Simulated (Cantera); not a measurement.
What does this Cantera script print?

```python
import numpy as np
import cantera as ct

gas = ct.Solution("gri30.yaml")
gas.TPX = 575, 490000, {'CH3OH': 1, 'O2': 2.59, 'N2': 9.72}
inlet = ct.Reservoir(gas, clone=True)
gas.equilibrate("HP")  # start burning
reactor = ct.IdealGasConstPressureReactor(gas, energy="on", clone=False)
exhaust = ct.Reservoir(gas, clone=True)
tau = [0.13, 0.057, 0.025, 0.011, 0.005, 0.0022, 0.00098, 0.00043, 0.00019, 8.5e-05, 3.8e-05, 1.7e-05, 7.4e-06][0]
for a, b in ((inlet, reactor), (reactor, exhaust)):
    ct.MassFlowController(a, b, mdot=lambda t: reactor.mass / tau)
net = ct.ReactorNet([reactor])
show = ['CH3OH', 'O2', 'NO2', 'HO2', 'C2H6', 'CH4', 'NO']

rows = []
print(f"{'tau/s':>10s}{'T/K':>9s}" + "".join(f"{s:>11s}" for s in show))
for tau in [0.13, 0.057, 0.025, 0.011, 0.005, 0.0022, 0.00098, 0.00043, 0.00019, 8.5e-05, 3.8e-05, 1.7e-05, 7.4e-06]:
    net.initial_time = 0.0
    net.advance(30 * tau)
    before = gas.X
    net.advance(40 * tau)
    drift = np.max(np.abs(gas.X - before) / (gas.X + 1e-9))
    rows.append([gas.T, *gas[show].X, drift])
    print(f"{tau:10.3e}{gas.T:9.1f}" + "".join(f"{x:11.3e}" for x in gas[show].X))
```

Result:

```
     tau/s      T/K      CH3OH         O2        NO2        HO2       C2H6        CH4         NO
 1.300e-01   1895.1  8.922e-07  7.872e-02  2.262e-07  1.861e-06  3.261e-14  1.635e-08  7.222e-05
 5.700e-02   1894.2  1.847e-06  7.875e-02  1.393e-07  2.220e-06  1.056e-13  2.782e-08  4.024e-05
 2.500e-02   1892.4  3.630e-06  7.878e-02  1.023e-07  2.962e-06  2.648e-13  4.058e-08  2.562e-05
 1.100e-02   1889.4  6.791e-06  7.885e-02  8.749e-08  4.409e-06  5.316e-13  5.208e-08  1.861e-05
 5.000e-03   1884.6  1.202e-05  7.897e-02  8.070e-08  6.984e-06  9.339e-13  6.269e-08  1.495e-05
 2.200e-03   1876.4  2.141e-05  7.923e-02  7.293e-08  1.184e-05  1.742e-12  7.881e-08  1.230e-05
 9.800e-04   1863.4  3.771e-05  7.974e-02  6.039e-08  2.052e-05  3.962e-12  1.141e-07  9.793e-06
 4.300e-04   1841.4  6.847e-05  8.076e-02  4.425e-08  3.700e-05  1.306e-11  2.135e-07  7.103e-06
 1.900e-04   1803.7  1.331e-04  8.286e-02  2.919e-08  7.049e-05  6.494e-11  5.413e-07  4.444e-06
 8.500e-05   1698.9  4.437e-04  9.032e-02  1.458e-08  2.107e-04  9.291e-10  2.644e-06  1.117e-06
 3.800e-05    575.0  7.513e-02  1.946e-01 -2.479e-21 -6.188e-19 -2.103e-23 -2.510e-20 -3.673e-22
 1.700e-05    575.0  7.513e-02  1.946e-01 -4.559e-24 -1.138e-21 -3.868e-26 -4.616e-23 -6.756e-25
 7.400e-06    575.0  7.513e-02  1.946e-01 -2.880e-25 -7.166e-23 -2.443e-27 -2.915e-24 -4.267e-26
```

Computed with Cantera and GRI-Mech 3.0 (53 species, 325 reactions). GRI-Mech 3.0 was tuned for natural gas; its chemistry of methanol as a main component is partial and can be far from experiment.
